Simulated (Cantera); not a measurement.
Input: 1 mol CH₃SiCl₃, 0.62 mol HCl, 950 mol H₂, held at 1.00 bar.

Cantera equilibrium calculation (NASA polynomials, part measured and part estimated; ideal gas, pure solids and liquids). Candidate condensed phases: C, C₆H₆, C₇H₈, C₈H₁₈, Si, SiC; 109 gas species. The feed counts by its element totals alone. Gases not in the tables: Si₂H₆ and higher silanes. The numbers say what is thermodynamically allowed, not how fast it happens.

Problem. Which condensed phases are stable at each of these points (T (K)): 2148, 2198, 2248, 2298, 2348, 2398, 2448?

Solution. 
| T (K) | condensed phases | Si condensed (%) |
|---|---|---|
| 2148 | SiC(s) | 75.2 |
| 2198 | SiC(s) | 62.6 |
| 2248 | SiC(s) | 43.0 |
| 2298 | SiC(s) | 12.9 |
| 2348 | gas only | 0.0 |
| 2398 | gas only | 0.0 |
| 2448 | gas only | 0.0 |

From 2148 K to 2298 K the condensed part is SiC(s). From 2348 K to 2448 K nothing is condensed.
